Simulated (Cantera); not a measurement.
Input (Python, Cantera) and output of one run.

```python
import numpy as np
import cantera as ct

gas_names = [...]  # 151 gases of nasa_gas.yaml made of C, H, N, O, Si
cond_names = """
    C(gr) C6H6(L) C7H8(L) C8H18(L),n-octa H2O(s) H2O(L) Si(cr) Si(L) SiC(b) SiO2(Lqz) SiO2(hqz) SiO2(L)
    Si2N2O(s) Si3N4(a)
""".split()


# ... load() reads the species with a 1 bar reference pressure and builds the phases ...
atoms = {
    'HMDSO': {'Si': 2, 'C': 6, 'H': 18, 'O': 1},
    'NO': {'N': 1, 'O': 1},
    'N2': {'N': 2},
}
top_T = {'C(gr)': 4500, 'SiC(b)': 3050, 'Si2N2O(s)': 2100, 'Si3N4(a)': 2400}  # K; cautious upper limits of use, not melting points


# ... equilibrate(T, P, feed) seeds the gas with the atoms and calls Mixture.equilibrate('TP', solver="vcs", rtol=1e-11, max_steps=5000) ...
results = []
feed = {'HMDSO': 1, 'NO': 26, 'N2': 160}  # mol
T = 1925  # K
P = 2500  # Pa
mix = equilibrate(T, P, feed)
results.append((T, P, feed, dict(zip(mix.species_names, mix.species_moles))))
x = sorted(zip(gas.X, gas.species_names), reverse=True)
print(f"T = {T:g} K  P = {P:g} Pa  gas = {mix.phase_moles(0):.4g} mol")
print("   x: " + "  ".join(f"{s} {v:.3e}" for v, s in x if v > 0.0001))
print("   condensed (mol): " + ("  ".join(f"{mix.phase(i).name} {mix.phase_moles(i):.4g}"
      for i in range(1, mix.n_phases) if mix.phase_moles(i) > 1e-12) or "none"))
```

It prints:

```
T = 1925 K  P = 2500 Pa  gas = 189.3 mol
   x: N2 9.133e-01  H2O 4.636e-02  CO2 2.995e-02  O2 5.634e-03  CO 1.740e-03  NO 1.090e-03  OH 9.686e-04  H2 6.255e-04  O 1.747e-04  H 1.512e-04
   condensed (mol): SiO2(L) 1.997
```

Equilibrium computed with Cantera from the NASA thermochemical tables; the gas is ideal and each condensed phase is pure. The feed counts by its element totals alone. The tables hold silica as quartz up to 1696 K and as liquid above; real silica turns to tridymite and cristobalite and melts near 1996 K.
